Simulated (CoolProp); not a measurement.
Vapour-liquid equilibrium of diethyl ether (1) + acetone (2) at 108.85 °C; x and y are mole fractions of (1).

Computed with CoolProp (multi-fluid Helmholtz-energy mixture model, Thol 2014 and Lemmon 2006; pair parameters Bell 2016).

| x | bubble pressure, mixture model (kPa) | bubble pressure, Raoult's law (kPa) | y, mixture model | y, Raoult's law |
|---|---|---|---|---|
| 0.05 | 494.0 | 481.3 | 0.098 | 0.083 |
| 0.2 | 578.5 | 531.1 | 0.331 | 0.300 |
| 0.35 | 651.5 | 581.0 | 0.497 | 0.480 |
| 0.5 | 710.0 | 630.8 | 0.623 | 0.632 |
| 0.65 | 754.1 | 680.7 | 0.728 | 0.761 |
| 0.8 | 784.3 | 730.5 | 0.831 | 0.873 |
| 0.95 | 797.8 | 780.3 | 0.951 | 0.970 |

The largest gap from Raoult's law is +12.6 % in bubble pressure, at x = 0.5. No azeotrope shows between x = 0.05 and 0.95.

The pair parameters rest on a limited set of measurements; away from them the model extrapolates.
